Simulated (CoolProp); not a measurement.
The fluid at 480.67 K and 0.504 MPa flows at 0.099 m/s in a round tube of 100 mm bore and 0.25 µm roughness, fully developed (64/Re and Nu = 3.66 if laminar; Colebrook and Gnielinski if turbulent). The same conditions are run with several fluids, on thermodynamics alone (safety and materials aside).

Values from CoolProp's reference Helmholtz-energy equation of state of each fluid (benzene: Thol 2012; CF4 (R14): Platzer 1990; water: Wagner 2002; normal hydrogen: Leachman 2009). The equations of Platzer and Polt are older, rougher fits.

```tsv
fluid	Reynolds number	Darcy friction factor	pressure drop (Pa/m)	heat-transfer coefficient (W/(m² K))	mass flow (kg/h)
benzene	8630	0.0321	0.0165	7.66	29.4
CF4 (R14)	…	…	0.0212	4.38	31.1
water	1410	0.0454	0.00519	1.29	6.52
normal hydrogen	203	0.316	…	9.66	0.710
```

Question: Complete the blanks.

Answer: 
- CF4 (R14), Reynolds number: 4310
- CF4 (R14), Darcy friction factor: 0.0390
- normal hydrogen, pressure drop (Pa/m): 0.00393

Transport values come from each fluid's own correlations; those of CF4 (R14) are estimates that may be off by 10 % or more.
